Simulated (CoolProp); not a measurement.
Properties of C3F8 (R218) along the isobar 101 kPa.

The numbers come from the reference Helmholtz-energy equation of state, Lemmon 2006 in CoolProp. It is a short technical equation, of lower accuracy than the large ones.

```tsv
T (K)	phase	density (kg/m³)	cp (kJ/(kg K))	isothermal compressibility (1/MPa)	expansivity (1/kK)
194.2	liquid	1767	?	0.001561	1.998
217.8	liquid	1682	0.9355	?	2.199
241.4	gas	9.943	?	10.44	5.050
264.9	gas	?	0.7510	10.26	4.280
288.5	gas	8.111	0.7831	10.15	3.781
312.1	gas	7.452	?	10.09	3.415
335.6	gas	6.902	0.8490	10.04	3.129
359.2	gas	6.429	0.8803	10.01	2.894
382.8	gas	6.019	?	9.988	2.696
406.3	gas	5.661	0.9375	9.971	2.526
429.9	gas	5.343	0.9633	9.957	2.377
```

Problem. Some entries are withheld; supply them.

Solution. 
- 194.2, cp (kJ/(kg K)): 0.8905
- 217.8, isothermal compressibility (1/MPa): 0.002218
- 241.4, cp (kJ/(kg K)): 0.7253
- 264.9, density (kg/m³): 8.918
- 312.1, cp (kJ/(kg K)): 0.8164
- 382.8, cp (kJ/(kg K)): 0.9099
